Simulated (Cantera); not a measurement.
Low-pressure radical oxidation in H2/O2

An isothermal, constant-pressure homogeneous reactor starts with H2 : O2 = 0.16 : 1 (molar parts), equivalence ratio 0.080, at 1150 K and 2670 Pa.

Detailed kinetics in Cantera: GRI-Mech 3.0 (53 species, 325 reactions). Radical loss at walls, strong at low pressure, is not modelled. The temperature is held fixed by assumption; the heat of reaction is taken as removed at once.

```
t (s)         x H2   x O2       x O       x H    x HO2
--------  --------  -----  --------  --------  -------
0.000300     0.138  0.862   7.07e-7   8.24e-7  3.45e-8
0.000910    0.0529  0.813    0.0266    0.0341  1.35e-5
0.00276    0.00357  0.809    0.0351    0.0199  1.64e-5
0.00837   0.000923  0.842   0.00858   0.00233  1.29e-5
0.0254    0.000102  0.851  0.000946   8.30e-5  4.74e-6
0.0770     1.11e-5  0.852  0.000108   3.21e-6  9.77e-7
0.234      1.72e-6  0.852   1.77e-5   2.13e-7  2.00e-7
0.709      3.60e-7  0.852   3.86e-6   2.17e-8  4.92e-8
2.15       9.16e-8  0.852   1.01e-6   2.89e-9  1.54e-8
6.52       2.63e-8  0.852   2.93e-7  4.54e-10  8.03e-9
19.8       8.71e-9  0.852   9.76e-8  8.76e-11  8.33e-9
60.0       4.57e-9  0.852   5.09e-8  3.34e-11  1.03e-8
```
x: mole fraction; the columns are a selection and need not sum to one.

Equilibrium at this temperature and pressure: H2 4.25e-9, O2 0.852, O 4.73e-8, H 3.00e-11, HO2 1.06e-8 (gas phase only).
